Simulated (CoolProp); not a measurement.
Carbon dioxide at 519.69 K and 27.1 MPa is throttled through a valve to 8.78 MPa with no heat exchange. Each further row changes one setting.

Computed with CoolProp (reference Helmholtz-energy equation of state, Span 1996).

```csv
case,temperature change (K),final phase,final density (kg/m³)
as stated,___,supercritical,104
outlet pressure 2.63 MPa,___,___,___
outlet pressure 11.4 MPa,___,supercritical,___
```

Task: Some entries are withheld; supply them.

Result: 
- as stated, temperature change (K): -40.6
- outlet pressure 2.63 MPa, temperature change (K): -61.6
- outlet pressure 2.63 MPa, final phase: gas
- outlet pressure 2.63 MPa, final density (kg/m³): 31.3
- outlet pressure 11.4 MPa, temperature change (K): -33.0
- outlet pressure 11.4 MPa, final density (kg/m³): 135
